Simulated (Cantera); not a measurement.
A perfectly stirred reactor is fed with CH₄ : O₂ : N₂ = 1 : 4.76 : 17.9 (molar parts), equivalence ratio 0.42, at 760 Torr; it is adiabatic with a 500 K inlet, and is followed from long to short residence time, starting on the burning branch (τ in s: 0.16, 0.056, 0.02, 0.007, 0.0025, 0.00089, 0.00031, 0.00011, 4e-05, 1.4e-05).

Computed with Cantera and GRI-Mech 3.0 (53 species, 325 reactions).

### Question
What does this change do: pressure from 760 Torr to 270 Torr?

### Answer
| quantity | before | after |
|---|---|---|
| blow-out, bracketed by the residence times tried | burning at 2.50 ms, out at 0.890 ms | burning at 2.50 ms, out at 0.890 ms |
| x(CH₄) at τ = 0.160 s | 2.17e-5 | 2.62e-5 |
| x(O₂) at τ = 0.160 s | 0.117 | 0.117 |
| x(C₂H₄) at τ = 0.160 s | 1.21e-8 | 3.25e-9 |
| x(OH) at τ = 0.160 s | 0.000338 | 0.000696 |
| x(CH₂CO) at τ = 0.160 s | 6.99e-9 | 2.13e-9 |
| x(CH₄) at τ = 0.890 ms | 0.0423 | 0.0423 |
| x(O₂) at τ = 0.890 ms | 0.201 | 0.201 |
| x(C₂H₄) at τ = 0.890 ms | <1e-12 | <1e-12 |
| x(OH) at τ = 0.890 ms | <1e-12 | <1e-12 |
| x(CH₂CO) at τ = 0.890 ms | <1e-12 | <1e-12 |

### Question
What does this change do: inlet temperature 500 to 598 K?

### Answer
| quantity | before | after |
|---|---|---|
| blow-out, bracketed by the residence times tried | burning at 2.50 ms, out at 0.890 ms | burning at 0.890 ms, out at 0.310 ms |
| x(CH₄) at τ = 0.160 s | 2.17e-5 | 1.48e-5 |
| x(O₂) at τ = 0.160 s | 0.117 | 0.117 |
| x(C₂H₄) at τ = 0.160 s | 1.21e-8 | 4.48e-9 |
| x(OH) at τ = 0.160 s | 0.000338 | 0.000455 |
| x(CH₂CO) at τ = 0.160 s | 6.99e-9 | 2.72e-9 |
| x(CH₄) at τ = 0.890 ms | 0.0423 | 0.000593 |
| x(O₂) at τ = 0.890 ms | 0.201 | 0.121 |
| x(C₂H₄) at τ = 0.890 ms | <1e-12 | 2.35e-7 |
| x(OH) at τ = 0.890 ms | <1e-12 | 0.00149 |
| x(CH₂CO) at τ = 0.890 ms | <1e-12 | 2.16e-7 |
